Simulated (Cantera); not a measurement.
Input (Python, Cantera):

```python
import numpy as np
import cantera as ct

gas = ct.Solution("gri30.yaml")
gas.TPX = 975, 960000, {'CH4': 1, 'H2': 0.059, 'O2': 5.49, 'N2': 20.6}
reactor = ct.IdealGasReactor(gas, energy="on", clone=False)
net = ct.ReactorNet([reactor])
net.rtol, net.atol = 1e-08, 1e-16
show = ['CH4', 'H2', 'O2', 'HO2', 'C2H2']
times = np.geomspace(3e-06, 7, 16)

steps = ct.SolutionArray(gas, extra=["t"])
rows = []
print(f"{'t/s':>10s}{'T/K':>9s}{'P/Pa':>11s}" + "".join(f"{s:>11s}" for s in show))
for t in times:
    while net.time < t:
        t_next = net.step()
        steps.append(gas.state, t=t_next)
    rows.append([np.interp(t, steps.t, y) for y in (steps.T, steps.P, *steps(*show).X.T)])
    print(f"{t:10.3e}{rows[-1][0]:9.1f}{rows[-1][1]:11.4g}" + "".join(f"{x:11.3e}" for x in rows[-1][2:]))
rate = np.gradient(steps.T, steps.t)
print("integrator steps:", len(steps.t))
if steps.T.max() > steps.T[0] + 200:
    print(f"time of steepest temperature rise: {steps.t[rate.argmax()]:.4e} s")
gas.TPX = 975, 960000, {'CH4': 1, 'H2': 0.059, 'O2': 5.49, 'N2': 20.6}
gas.equilibrate("UV")
print(f"equilibrium (UV): T = {gas.T:.1f} K  " + "  ".join(f"{s} {gas[s].X[0]:.3e}" for s in show))
```

Result:

```
       t/s      T/K       P/Pa        CH4         H2         O2        HO2       C2H2
 3.000e-06    975.0    9.6e+05  3.683e-02  2.173e-03  2.022e-01  5.966e-11  4.949e-32
 7.974e-06    975.0    9.6e+05  3.683e-02  2.173e-03  2.022e-01  1.595e-10  4.054e-30
 2.119e-05    975.0    9.6e+05  3.683e-02  2.173e-03  2.022e-01  4.297e-10  2.264e-28
 5.633e-05    975.0    9.6e+05  3.683e-02  2.173e-03  2.022e-01  1.180e-09  1.600e-26
 1.497e-04    975.0    9.6e+05  3.683e-02  2.173e-03  2.022e-01  3.382e-09  1.276e-24
 3.979e-04    975.0    9.6e+05  3.683e-02  2.173e-03  2.022e-01  1.038e-08  9.715e-23
 1.058e-03    975.0    9.6e+05  3.683e-02  2.173e-03  2.022e-01  3.364e-08  5.595e-21
 2.811e-03    975.0    9.6e+05  3.683e-02  2.173e-03  2.022e-01  1.131e-07  3.312e-19
 7.471e-03    975.0    9.6e+05  3.683e-02  2.172e-03  2.022e-01  5.053e-07  1.025e-16
 1.986e-02    975.5  9.605e+05  3.679e-02  2.160e-03  2.022e-01  2.130e-06  3.821e-13
 5.278e-02   1024.8   1.01e+06  3.338e-02  1.989e-03  1.979e-01  3.693e-05  3.163e-08
 1.403e-01   2025.7  1.993e+06  2.713e-23  1.670e-05  1.268e-01  3.948e-06  2.082e-30
 3.728e-01   2019.4  1.987e+06  2.328e-23  1.604e-05  1.258e-01  3.824e-06  3.370e-30
 9.909e-01   2012.7   1.98e+06  1.985e-23  1.536e-05  1.246e-01  3.696e-06  2.698e-30
 2.634e+00   2011.1  1.978e+06  1.910e-23  1.519e-05  1.244e-01  3.665e-06  2.423e-30
 7.000e+00   2011.1  1.978e+06  1.909e-23  1.519e-05  1.243e-01  3.664e-06  2.402e-30
integrator steps: 2557
time of steepest temperature rise: 5.5186e-02 s
equilibrium (UV): T = 2011.1 K  CH4 2.829e-23  H2 1.519e-05  O2 1.243e-01  HO2 3.664e-06  C2H2 2.864e-30
```

Model: GRI-Mech 3.0 (53 species, 325 reactions), integrated in Cantera. Below about 1000 K GRI-Mech 3.0 lacks low-temperature oxidation paths.
